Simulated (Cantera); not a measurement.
Charge: 1 mol Si₃N₄, 0.91 mol CO₂, 250 mol N₂, at 1125 °C and 1.33 mbar.

Equilibrium computed with Cantera from the NASA thermochemical tables; the gas is ideal and each condensed phase is pure. Candidate condensed phases: C, Si, SiC, SiO₂, Si₂N₂O, Si₃N₄; 34 gas species. Mutual solubility and eutectic melting of coexisting phases are not modelled. Equilibrium is a limit: real reactors are often held back by kinetics, nucleation or transport.

Base state: N₂ 0.998, CO 0.00205, SiO 1.57e-5 (mole fractions); condensed: SiC(s) + Si₂N₂O(s).

### Question
What changes in the equilibrium state with this change: CO₂ from 0.91 to 0.082 mol?

### Answer
```tsv
species	before	after
N₂	0.998	1.000
CO	0.00205	0.000201
SiO	1.57e-5	7.24e-6
SiC(s), mol	0.395	0.0318
Si₂N₂O(s), mol	1.30	0.112
Si₃N₄(s), mol	0	0.914
```
